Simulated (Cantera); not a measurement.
Input (Python, Cantera) and output of one run.

```python
import numpy as np
import cantera as ct

gas_names = [...]  # 130 gases of nasa_gas.yaml made of C, H, Mg, O, S
cond_names = """
    C(gr) C6H6(L) C7H8(L) C8H18(L),n-octa H2O(s) H2O(L) H2SO4(L) Mg(cr) Mg(L) MgCO3(s) MgO(s) MgO(L)
    MgO2H2(s) MgS(s) MgSO4(s) MgSO4(L) S(cr1) S(cr2) S(L)
""".split()


# ... load() reads the species with a 1 bar reference pressure and builds the phases ...
atoms = {
    'MgO': {'Mg': 1, 'O': 1},
    'H2S': {'H': 2, 'S': 1},
    'CO2': {'C': 1, 'O': 2},
}
top_T = {'C(gr)': 4500, 'MgS(s)': 2250}  # K; cautious upper limits of use, not melting points


# ... equilibrate(T, P, feed) seeds the gas with the atoms and calls Mixture.equilibrate('TP', solver="vcs", rtol=1e-11, max_steps=5000) ...
results = []
feed = {'MgO': 1, 'H2S': 1.3, 'CO2': 0.17}  # mol
P = 1100  # Pa
for T in [848, 898, 948, 998, 1048, 1098, 1148, 1198, 1248, 1298, 1348, 1398]:
    mix = equilibrate(T, P, feed)
    results.append((T, P, feed, dict(zip(mix.species_names, mix.species_moles))))

top = {s: max(r[3][s] / sum(r[3][g] for g in gas_names) for r in results) for s in gas_names}
cols = sorted((s for s in top if top[s] > 1e-05), key=lambda s: -top[s])[:6]
seen = [c for c in cond_names if any(r[3].get(c, 0) > 1e-12 for r in results)]
print("log10 of partial pressures in bar; condensed amounts in mol")
print(f"{'T/K':>10s}" + "".join(f"{s[:9]:>10s}" for s in cols + seen))
for T, P, feed, n in results:
    ng = sum(n[g] for g in gas_names)
    print(f"{T:10.4g}" + "".join(f"{np.log10(max(n[s] / ng * P / 1e5, 1e-99)):10.3f}" for s in cols)
          + "".join(f"{n.get(c, 0):10.4g}" for c in seen))
```

It prints:

```
log10 of partial pressures in bar; condensed amounts in mol
       T/K       H2S        H2        S2       H2O        CO       CO2    MgO(s)
       848    -2.071    -3.328    -3.431    -3.352    -3.567    -3.101         1
       898    -2.099    -3.138    -3.252    -3.267    -3.408    -3.171         1
       948    -2.135    -2.973    -3.104    -3.198    -3.291    -3.258         1
       998    -2.180    -2.832    -2.980    -3.144    -3.207    -3.359         1
      1048    -2.234    -2.712    -2.878    -3.107    -3.149    -3.469         1
      1098    -2.297    -2.613    -2.795    -3.082    -3.112    -3.584         1
      1148    -2.369    -2.532    -2.727    -3.068    -3.089    -3.697         1
      1198    -2.449    -2.467    -2.673    -3.061    -3.076    -3.805         1
      1248    -2.534    -2.416    -2.630    -3.058    -3.069    -3.904         1
      1298    -2.623    -2.375    -2.597    -3.058    -3.065    -3.992         1
      1348    -2.714    -2.345    -2.572    -3.060    -3.064    -4.071         1
      1398    -2.806    -2.321    -2.552    -3.062    -3.064    -4.140         1
```

Equilibrium computed with Cantera from the NASA thermochemical tables; the gas is ideal and each condensed phase is pure. Gases not in the tables: S3 to S7.
